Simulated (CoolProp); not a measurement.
R22 at 298.15 K and 0.393 MPa is compressed adiabatically to 0.721 MPa with isentropic efficiency 0.6. Each further row changes one setting.

The numbers come from the reference Helmholtz-energy equation of state, Kamei 1995 in CoolProp.

```csv
case,work (kJ/kg),final temperature (K),final density (kg/m³)
as stated,28.3,342.7,23.5
efficiency 1,17.0,327.8,24.9
efficiency 0.65,26.1,339.9,23.7
```
